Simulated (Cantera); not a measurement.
Charge: 1 mol Pb, 0.018 mol O2, 20 mol N2, held at 848 K and 0.133 bar.

These are equilibrium values from Cantera (NASA tables, ideal gas, pure condensed phases), not measurements of a reactor. Candidate condensed phases: Pb, PbO, PbO2, Pb3O4; 12 gas species. Equilibrium is a limit: real reactors are often held back by kinetics, nucleation or transport.

Base state: N2 1.000 (mole fractions); condensed: Pb(l) + PbO(yellow).

Problem. What changes in the equilibrium state with this change: temperature from 848 K to 1575 K?

Solution. 
```json
[
 {"species": "N2", "before": "1.000", "after": "0.952"},
 {"species": "Pb", "before": "2.24e-6", "after": "0.0459"},
 {"species": "PbO", "before": "5.69e-9", "after": "0.00171"},
 {"species": "Pb(l), mol", "before": "0.964", "after": "0"},
 {"species": "PbO(yellow), mol", "before": "0.0360", "after": "0"}
]
```
Gases not in the tables: (PbO)n polymers.
